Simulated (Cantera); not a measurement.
**Fe + Cl2 + N2 + HCl (chemical vapour transport)**

Charge: 1 mol Fe, 1.4 mol Cl2, 0.16 mol N2, 2 mol HCl, held at 1.10 bar.

Equilibrium computed with Cantera from the NASA thermochemical tables; the gas is ideal and each condensed phase is pure. Candidate condensed phases: Fe, FeCl2, FeCl3, NH4Cl; 18 gas species. The numbers say what is thermodynamically allowed, not how fast it happens.

From 900 °C to 1350 °C nothing is condensed. The main Fe-bearing gas is FeCl3 at 900 °C and FeCl2 at 1350 °C.

| T (°C) | x HCl | x FeCl3 | x FeCl2 | x Cl2 | x N2 | x Cl |
|---|---|---|---|---|---|---|
| 900 | 0.638 | 0.223 | 0.0675 | 0.00629 | 0.0510 | 0.000268 |
| 975 | 0.628 | 0.214 | 0.0856 | 0.0141 | 0.0502 | 0.000866 |
| 1050 | 0.619 | 0.194 | 0.108 | 0.0242 | 0.0495 | 0.00225 |
| 1125 | 0.609 | 0.167 | 0.132 | 0.0350 | 0.0487 | 0.00499 |
| 1200 | 0.599 | 0.139 | 0.157 | 0.0451 | 0.0479 | 0.00983 |
| 1275 | 0.589 | 0.112 | 0.180 | 0.0530 | 0.0471 | 0.0175 |
| 1350 | 0.579 | 0.0873 | 0.200 | 0.0577 | 0.0463 | 0.0288 |
x: gas mole fraction; nothing condenses.
